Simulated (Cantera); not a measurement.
## Equilibrium for aluminium nitride and oxide growth: Al + HCl + N₂ + N₂O

Feed: 1 mol Al, 2.5 mol HCl, 13 mol N₂, 4.1 mol N₂O, at 7.50 Torr.

Equilibrium computed with Cantera from the NASA thermochemical tables; the gas is ideal and each condensed phase is pure. Candidate condensed phases: Al, AlCl₃, AlN, Al₂O₃, H₂O, NH₄Cl; 45 gas species. Condensed phases not in the tables: AlOCl. The numbers say what is thermodynamically allowed, not how fast it happens.

| T (K) | x N₂ | x HCl | x O₂ | x Cl | x H₂O | x Cl₂ | x NO | x OH | n Al₂O₃(s) |
|---|---|---|---|---|---|---|---|---|---|
| 725 | 0.828 | 0.0726 | 0.0508 | 2.14e-6 | 0.0242 | 0.0242 | 2.44e-7 | 7.66e-11 | 0.500 |
| 825 | 0.825 | 0.0876 | 0.0545 | 2.11e-5 | 0.0165 | 0.0165 | 1.58e-6 | 1.67e-9 | 0.500 |
| 925 | 0.823 | 0.0970 | 0.0567 | 0.000125 | 0.0116 | 0.0116 | 6.81e-6 | 1.83e-8 | 0.500 |
| 1025 | 0.821 | 0.103 | 0.0581 | 0.000512 | 0.00865 | 0.00839 | 2.20e-5 | 1.25e-7 | 0.500 |
| 1125 | 0.820 | 0.106 | 0.0589 | 0.00160 | 0.00689 | 0.00609 | 5.74e-5 | 6.10e-7 | 0.500 |
| 1225 | 0.819 | 0.107 | 0.0591 | 0.00394 | 0.00615 | 0.00417 | 0.000128 | 2.38e-6 | 0.500 |
| 1325 | 0.818 | 0.107 | 0.0588 | 0.00777 | 0.00641 | 0.00253 | 0.000250 | 8.12e-6 | 0.500 |
| 1425 | 0.816 | 0.104 | 0.0580 | 0.0127 | 0.00768 | 0.00136 | 0.000445 | 2.50e-5 | 0.500 |
| 1525 | 0.814 | 0.0995 | 0.0566 | 0.0182 | 0.00976 | 0.000696 | 0.000729 | 6.90e-5 | 0.500 |
| 1625 | 0.813 | 0.0940 | 0.0550 | 0.0242 | 0.0124 | 0.000361 | 0.00112 | 0.000170 | 0.500 |
| 1725 | 0.811 | 0.0878 | 0.0530 | 0.0305 | 0.0152 | 0.000194 | 0.00162 | 0.000376 | 0.500 |
x: gas mole fraction; n: condensed amount in mol.

From 725 K to 1725 K the condensed part is Al₂O₃(s).
